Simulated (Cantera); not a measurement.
Input (Python, Cantera):

```python
import numpy as np
import cantera as ct

gas = ct.Solution("SiF4_NH3_mec.yaml", "gas")
gas.TPX = 2375, 16000, {'NH3': 1, 'H2': 1.2}
inlet = ct.Reservoir(gas, clone=True)

reactor = ct.IdealGasConstPressureReactor(gas, energy="off", clone=False)
exhaust = ct.Reservoir(gas, clone=True)
tau = [0.73, 0.33, 0.15, 0.065, 0.029, 0.013, 0.0057, 0.0025][0]
for a, b in ((inlet, reactor), (reactor, exhaust)):
    ct.MassFlowController(a, b, mdot=lambda t: reactor.mass / tau)
net = ct.ReactorNet([reactor])
show = ['NH3', 'H2', 'H', 'N2H2', 'N', 'N2H4', 'N2']

rows = []
print(f"{'tau/s':>10s}{'T/K':>9s}" + "".join(f"{s:>11s}" for s in show))
for tau in [0.73, 0.33, 0.15, 0.065, 0.029, 0.013, 0.0057, 0.0025]:
    net.initial_time = 0.0
    net.advance(30 * tau)
    before = gas.X
    net.advance(40 * tau)
    drift = np.max(np.abs(gas.X - before) / (gas.X + 1e-9))
    rows.append([gas.T, *gas[show].X, drift])
    print(f"{tau:10.3e}{gas.T:9.1f}" + "".join(f"{x:11.3e}" for x in gas[show].X))
```

Output:

```
     tau/s      T/K        NH3         H2          H       N2H2          N       N2H4         N2
 7.300e-01   2375.0  5.921e-04  8.218e-01  2.333e-02  2.231e-08  3.356e-05  1.677e-11  1.542e-01
 3.300e-01   2375.0  2.417e-03  8.295e-01  1.364e-02  8.466e-08  2.646e-05  9.420e-11  1.543e-01
 1.500e-01   2375.0  1.172e-02  8.295e-01  6.838e-03  2.906e-07  1.595e-05  5.589e-10  1.515e-01
 6.500e-02   2375.0  3.517e-02  8.163e-01  4.369e-03  7.750e-07  1.281e-05  2.125e-09  1.435e-01
 2.900e-02   2375.0  7.869e-02  7.886e-01  3.173e-03  1.744e-06  1.176e-05  6.008e-09  1.285e-01
 1.300e-02   2375.0  1.487e-01  7.430e-01  2.415e-03  3.464e-06  1.116e-05  1.398e-08  1.042e-01
 5.700e-03   2375.0  2.410e-01  6.825e-01  1.894e-03  5.976e-06  1.057e-05  2.669e-08  7.223e-02
 2.500e-03   2375.0  3.285e-01  6.251e-01  1.563e-03  8.513e-06  9.936e-06  4.017e-08  4.196e-02
```

Model: the gas-phase N/H chemistry of the illustrative SiF4/NH3 mechanism in the Surface Chemkin manual (1991), integrated in Cantera. Walls and surfaces, which speed up NH3 decomposition in real reactors, are not modelled.
